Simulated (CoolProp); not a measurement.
A closed Brayton cycle with carbon dioxide: compressor inlet 331.15 K and 9 MPa, high pressure 17.7 MPa, turbine inlet 925 K, compressor efficiency 0.89, turbine efficiency 0.85, recuperator effectiveness 0 (on enthalpy, no pinch check). Each further row changes one setting.

Model: reference Helmholtz-energy equation of state, Span 1996, in CoolProp.

| case | thermal efficiency (%) | net work (kJ/kg) | compressor to turbine work | compressor exit (K) | turbine exit (K) |
|---|---|---|---|---|---|
| as stated | 9.4 | 65.5 | 0.33 | 386.5 | 841.7 |
| turbine inlet 875 K | 9.5 | 59.9 | 0.35 | 386.5 | 794.6 |
| compressor inlet 341.15 K | 9.2 | 61.4 | 0.37 | 400.4 | 841.7 |
| high pressure 15 MPa | 7.3 | 51.2 | 0.31 | 372.7 | 861.7 |
| recuperator effectiveness 0.5 | 15.4 | 65.5 | 0.33 | 386.5 | 841.7 |
